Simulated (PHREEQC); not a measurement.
Solution (20 °C): 0.11 mol/kgw ZnSO4. Closed to the air; pH follows from the charge balance.

Computed with PHREEQC (ion-association model, phreeqc.dat).

Each row changes one thing in this solution. No solid was allowed to form.

```
case                                             pH  ionic strength (mol/kgw)  SO4-2 (mol/kgw)  HSO4- (mol/kgw)
---------------------------------------------  ----  ------------------------  ---------------  ---------------
as made                                        5.61                     0.222           0.0415          3.43e-6
temperature from 20 to 40 °C                   5.35                     0.216           0.0414          9.43e-6
0.0077 mol/kgw H2SO4 added                     2.23                     0.231           0.0419          0.00805
ZnSO4 from 0.11 to 0.022 mol/kgw               5.75                    0.0535           0.0125          1.09e-6
ZnSO4 replaced by Li2SO4 at the same molality  7.30                     0.289           0.0894          1.37e-7
temperature from 20 to 55 °C                   5.20                     0.214           0.0415          1.93e-5
ZnSO4 from 0.11 to 0.22 mol/kgw                5.55                     0.425           0.0688          5.14e-6
```

Species that the database lacks are ignored. Constants without temperature data keep their 25 °C values here.
